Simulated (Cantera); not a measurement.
Feed: 1 mol Si₃N₄, 0.0046 mol O₂, 43 mol N₂, equilibrated at 752 °C and 1.00 bar.

Cantera equilibrium calculation (NASA polynomials, part measured and part estimated; ideal gas, pure solids and liquids). Candidate condensed phases: Si, SiO₂, Si₂N₂O, Si₃N₄; 16 gas species. Mutual solubility and eutectic melting of coexisting phases are not modelled. Rates play no part.

Base state: N₂ 1.00 (mole fractions); condensed: Si₂N₂O(s) + Si₃N₄(s).

**Question.** What changes in the equilibrium state with this change: Si₃N₄ replaced by SiC?

**Answer.** 
| species | before | after |
|---|---|---|
| N₂ | 1.00 | 1.00 |
| Si₂N₂O(s), mol | 0.00920 | 0.00920 |
| Si₃N₄(s), mol | 0.994 | 0.327 |
| C(graphite), mol | 0 | 1.00 |
N₂ is the only nitrogen source here; it is nearly inert below about 1500 K, so the nitride shown seldom forms there in practice. Further candidate phases: C, SiC.

**Question.** What changes in the equilibrium state with this change: 0.71 mol HCl added?

**Answer.** 
```tsv
species	before	after
N₂	1.00	0.985
HCl	0	0.0118
H₂	0	0.00221
SiCl₄	0	0.00110
Si₂N₂O(s), mol	0.00920	0.00920
Si₃N₄(s), mol	0.994	0.978
```
Further candidate phases: H₂O, NH₄Cl.
